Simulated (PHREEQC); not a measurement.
Solution (82 °C): 0.0039 mol/kgw CsOH and 0.014 mol/kgw Na2CO3. Closed to the air; pH follows from the charge balance.

Computed with PHREEQC (ion-association model, wateq4f.dat).

```tsv
quantity	before	after
pH	10.25	10.08
ionic strength (mol/kgw)	0.0276	0.0152
Na+ (mol/kgw)	0.0198	0.0110
NaCO3- (mol/kgw)	0.00824	0.00302
CO3-2 (mol/kgw)	0.00396	0.00226
HCO3- (mol/kgw)	0.00179	0.00170
SI of Nahcolite (NaHCO3)	-4.49	-4.74
SI of Natron (Na2CO3:10H2O)	-6.80	-7.46
```

Task: What was changed between the two runs?
A. CsOH replaced by CsBr at the same molality
B. 0.0091 mol/kgw Na2SeO4 added
C. 0.00055 mol/kgw CaSO4 added
D. CsOH from 0.0039 to 0.00429 mol/kgw
E. diluted 2-fold with water

Result: E, diluted 2-fold with water

This is a speciation only: nothing precipitates in the calculation. Constants without temperature data keep their 25 °C values here.
